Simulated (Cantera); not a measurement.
**Si + NF3 + N2 (silicon etching in halogen gases)**

Charge: 1 mol Si, 4.3 mol NF3, 0.45 mol N2, equilibrated at 428 Torr.

These are equilibrium values from Cantera (NASA tables, ideal gas, pure condensed phases), not measurements of a reactor. Candidate condensed phases: Si, Si3N4; 16 gas species. Rates play no part.

```
T (°C)     x F    x F2   x N2  x SiF4     x NF3    x NF2
------  ------  ------  -----  ------  --------  -------
650     0.0364   0.410  0.296   0.137     0.121  4.85e-6
700     0.0659   0.446  0.302   0.127    0.0586  6.73e-6
750      0.108   0.444  0.301   0.121    0.0266  8.24e-6
800      0.164   0.414  0.294   0.115    0.0117  9.20e-6
850      0.234   0.367  0.284   0.110   0.00506  9.52e-6
900      0.312   0.308  0.272   0.105   0.00213  9.18e-6
950      0.395   0.246  0.259  0.0998  0.000865  8.26e-6
1000     0.473   0.185  0.247  0.0949  0.000339  6.97e-6
1050     0.540   0.134  0.236  0.0907  0.000129  5.57e-6
1100     0.592  0.0927  0.227  0.0874   4.83e-5  4.26e-6
```
x: gas mole fraction; nothing condenses.

From 650 °C to 1100 °C nothing is condensed. The main Si-bearing gas is SiF4 throughout.
